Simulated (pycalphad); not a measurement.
CALPHAD calculation (pycalphad, COST 507 light-alloy database (1999)), 1 atm. The database dates from 1999; later assessments differ in places, in temperatures and in the compounds included. Amounts are mole fractions of atoms. Diffusion is slow at the low end, where real alloys seldom reach equilibrium.

Give the equilibrium state of Ti-1.12Hf-0.33B (at.%) at 377 °C.

hcp, fraction 0.994, with 1.1 Hf, 0.02 B at.%; BM, fraction 0.006, with 0.03 Hf, 50.0 B at.%.

Give the equilibrium state of Ti-1.12Hf-0.33B (at.%) at 1177 °C.


```
T = 1450.00 K, P = 101325 Pa, N = 1 mol of atoms
G = -79521 J/mol, H = 38465 J/mol, S = 81.37 J/(mol K)  (SER reference)
chemical potentials (J/mol): Ti -78300, Hf -154255, B -190453
phase             fraction      x(Ti)      x(Hf)       x(B)
BCC_A2              0.9968     0.9871     0.0112     0.0017
BM                  0.0032     0.4992   0.000836     0.5000
```

Database names, with the compositions (at.%) that they take in these runs: BM: Ti 50 B 50. BCC_A2 is bcc.
